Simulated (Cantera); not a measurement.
Feed: 1 mol C₂H₆, 0.022 mol CO₂, 26 mol N₂, at 1.00 bar.

Method: chemical equilibrium by Gibbs-energy minimisation in Cantera with the NASA 1993 tables (ideal gas, pure condensed phases). Candidate condensed phases: C, C₆H₆, C₇H₈, C₈H₁₈, H₂O; 136 gas species. Equilibrium is a limit: real reactors are often held back by kinetics, nucleation or transport.

log p: log10 of the partial pressure in bar; n: condensed amount in mol.

```
T (K)  log p N₂  log p H₂  log p HCN  log p H  n C(graphite)
-----  --------  --------  ---------  -------  -------------
1623      -0.05     -0.99      -3.15        …           1.96
1773      -0.05     -0.99      -2.79        …           1.93
1923      -0.05     -0.99      -2.49        …           1.88
2073      -0.05     -1.00      -2.24        …           1.79
2223      -0.05     -1.01      -2.02        …           1.66
2373      -0.05     -1.03      -1.84        …           1.48
2523      -0.06     -1.06      -1.69        …           1.23
```

Q: Complete the blanks.

A: 
- 1623, log p H: -4.65
- 1773, log p H: -4.04
- 1923, log p H: -3.52
- 2073, log p H: -3.08
- 2223, log p H: -2.70
- 2373, log p H: -2.37
- 2523, log p H: -2.09
